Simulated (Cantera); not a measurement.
Predominance diagram of Sr at 925 K against the partial pressures of O2 and Cl2 (log10, bar). Cantera with NASA thermochemical tables; ideal gases at 1 bar, condensed phases pure. Candidates: Sr(s), SrCl2(s), SrO(s). Only these pure phases compete in this equilibrium. Not in the tables: the peroxide, oxide halides.

**Question.** Which phase is stable at these pairs, and which metal-bearing vapour leads over it? (-24.7, -12.5); (0, -11); (-20.6, -2); (-30.9, -12.5); (-12.4, -14); (-4.1, -12.5); (-18.5, -12.5)

**Answer.** 
```csv
log p(O2),log p(Cl2),phase,chief vapour,log p (bar)
-24.7,-12.5,SrCl2(s),SrCl2,-10.1
0,-11,SrO(s),SrCl2,-10.7
-20.6,-2,SrCl2(s),SrCl2,-10.1
-30.9,-12.5,SrCl2(s),SrCl2,-10.1
-12.4,-14,SrCl2(s),SrCl2,-10.1
-4.1,-12.5,SrO(s),SrCl2,-10.1
-18.5,-12.5,SrCl2(s),SrCl2,-10.1
```
